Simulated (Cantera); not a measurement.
A closed system holds: 1 mol Fe, 11 mol NH3, 18 mol H2, 1.4 mol O2, equilibrated at 0.160 bar.

These are equilibrium values from Cantera (NASA tables, ideal gas, pure condensed phases), not measurements of a reactor. Candidate condensed phases: Fe, FeO, Fe(OH)2, Fe(OH)3, Fe2O3, Fe3O4, H2O; 27 gas species. Kinetics and transport are ignored.

log p: log10 of the partial pressure in bar; n: condensed amount in mol.

```json
[
 {"T (K)": "1525", "log p H2": "-0.90", "log p N2": "-1.66", "log p H2O": "-1.95", "log p H": "-5.07", "log p Fe": "-6.60", "n Fe(γ)": "1.000", "n Fe(δ)": "0"},
 {"T (K)": "1550", "log p H2": "-0.90", "log p N2": "-1.66", "log p H2O": "-1.95", "log p H": "-4.95", "log p Fe": "-6.38", "n Fe(γ)": "1.000", "n Fe(δ)": "0"},
 {"T (K)": "1575", "log p H2": "-0.90", "log p N2": "-1.66", "log p H2O": "-1.95", "log p H": "-4.83", "log p Fe": "-6.17", "n Fe(γ)": "1.000", "n Fe(δ)": "0"},
 {"T (K)": "1600", "log p H2": "-0.90", "log p N2": "-1.66", "log p H2O": "-1.95", "log p H": "-4.71", "log p Fe": "-5.96", "n Fe(γ)": "1.000", "n Fe(δ)": "0"},
 {"T (K)": "1625", "log p H2": "-0.90", "log p N2": "-1.66", "log p H2O": "-1.95", "log p H": "[?]", "log p Fe": "[?]", "n Fe(γ)": "1.000", "n Fe(δ)": "0"},
 {"T (K)": "1650", "log p H2": "-0.90", "log p N2": "-1.66", "log p H2O": "-1.95", "log p H": "[?]", "log p Fe": "[?]", "n Fe(γ)": "0.999", "n Fe(δ)": "0"},
 {"T (K)": "1675", "log p H2": "-0.90", "log p N2": "-1.66", "log p H2O": "-1.95", "log p H": "-4.38", "log p Fe": "-5.38", "n Fe(γ)": "0", "n Fe(δ)": "0.999"},
 {"T (K)": "1700", "log p H2": "-0.90", "log p N2": "-1.66", "log p H2O": "-1.95", "log p H": "-4.28", "log p Fe": "-5.20", "n Fe(γ)": "0", "n Fe(δ)": "0.998"},
 {"T (K)": "1725", "log p H2": "-0.90", "log p N2": "-1.66", "log p H2O": "-1.95", "log p H": "-4.18", "log p Fe": "-5.03", "n Fe(γ)": "0", "n Fe(δ)": "0.998"}
]
```

Task: Fill in the missing entries.

Result: 
- 1625, log p H: -4.60
- 1625, log p Fe: -5.76
- 1650, log p H: -4.49
- 1650, log p Fe: -5.57
